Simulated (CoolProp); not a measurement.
Saturated liquid density (kg/m³) of n-dodecane: the reference equation beside estimates from Tc = 658.1 K, pc = 1.818 MPa, ω = 0.574. Rackett uses Z = 0.29056 − 0.08775 ω.

Model: reference Helmholtz-energy equation of state, Lemmon 2004, in CoolProp. It is a short technical equation, of lower accuracy than the large ones.

```tsv
T (K)	reference	Rackett	van der Waals	Redlich-Kwong	Soave-Redlich-Kwong	Peng-Robinson
422.9	651.2	682.1	338.3	495.2	534.6	602.8
442.1	635.5	664.9	330.7	481.9	522.9	590.1
461.3	619.2	647.0	322.7	467.7	510.1	576.3
480.5	602.2	628.4	314.2	452.7	496.0	561.0
499.6	584.4	609.0	305.3	436.6	480.6	544.1
518.8	565.4	588.4	295.7	419.3	463.5	525.1
538	544.9	566.5	285.3	400.7	444.4	503.8
557.2	522.7	542.8	274.0	380.4	422.8	479.6
576.4	498.0	516.9	261.6	357.9	398.3	451.7
595.6	469.9	487.9	247.5	332.8	369.8	419.0
614.8	436.7	453.8	231.0	303.6	335.6	379.3
```

Absolute difference from the reference over all 11 rows, mean and median: Rackett 4.2 and 4.1 %, van der Waals 47.7 and 47.7 %, Redlich-Kwong 26.4 and 25.8 %, Soave-Redlich-Kwong 19.0 and 18.0 %, Peng-Robinson 8.3 and 7.4 %.
